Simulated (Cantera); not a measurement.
Mixture: 6.87 % CH4, 19.6 % O2, 73.5 % N2, at 36.0 bar, adiabatic and at constant pressure. Ignition delay is the time to a rise of 400 K.

Detailed kinetics in Cantera: GRI-Mech 3.0 (53 species, 325 reactions). The pressure lies above the range GRI-Mech 3.0 was tuned for (to about 10 atm).

### Question
Predict: delay at 1100 K; delay at 1150 K; delay at 1200 K; delay at 1250 K; delay at 1300 K; delay at 1350 K; delay at 1400 K; apparent activation energy between 1300 and 1400 K.

### Answer
```json
{
  "delay at 1100 K": "4.04 ms",
  "delay at 1150 K": "1.98 ms",
  "delay at 1200 K": "1.04 ms",
  "delay at 1250 K": "0.577 ms",
  "delay at 1300 K": "0.334 ms",
  "delay at 1350 K": "0.201 ms",
  "delay at 1400 K": "0.124 ms",
  "apparent activation energy between 1300 and 1400 K": "150 kJ/mol"
}
```
